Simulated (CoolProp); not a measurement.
Vapour-liquid equilibrium of n-butane (1) + R113 (2) at 244 K; x and y are mole fractions of (1).

Computed with CoolProp (multi-fluid Helmholtz-energy mixture model, Bücker 2006 and Marx 1992; pair parameters Bell 2016).

| x | bubble pressure, mixture model (MPa) | bubble pressure, Raoult's law (MPa) | y, mixture model | y, Raoult's law |
|---|---|---|---|---|
| 0.05 | 0.004993 | 0.004302 | 0.431 | 0.342 |
| 0.125 | (withheld) | 0.006285 | 0.661 | 0.585 |
| 0.2 | 0.01027 | 0.008268 | 0.763 | 0.712 |
| 0.275 | 0.01253 | 0.01025 | 0.821 | 0.789 |
| 0.35 | 0.01460 | 0.01223 | 0.859 | 0.842 |
| 0.425 | 0.01650 | 0.01422 | 0.886 | 0.879 |
| 0.5 | 0.01827 | 0.01620 | 0.908 | 0.908 |
| 0.575 | 0.01996 | 0.01818 | (withheld) | 0.930 |
| 0.65 | 0.02159 | 0.02016 | 0.940 | 0.948 |
| 0.725 | 0.02319 | 0.02215 | 0.954 | 0.963 |
| 0.8 | 0.02481 | 0.02413 | (withheld) | 0.975 |
| 0.875 | 0.02647 | 0.02611 | 0.979 | 0.986 |
| 0.95 | (withheld) | 0.02809 | 0.992 | 0.995 |

Task: Complete the blanks.

Result: 
- 0.125, bubble pressure, mixture model (MPa): 0.007764
- 0.575, y, mixture model: 0.925
- 0.8, y, mixture model: 0.967
- 0.95, bubble pressure, mixture model (MPa): 0.02820

The largest gap from Raoult's law is +24.2 % in bubble pressure, at x = 0.2. No azeotrope shows between x = 0.05 and 0.95.

Pair parameters are fitted to limited data, so mixtures are less certain than the pure fluids.
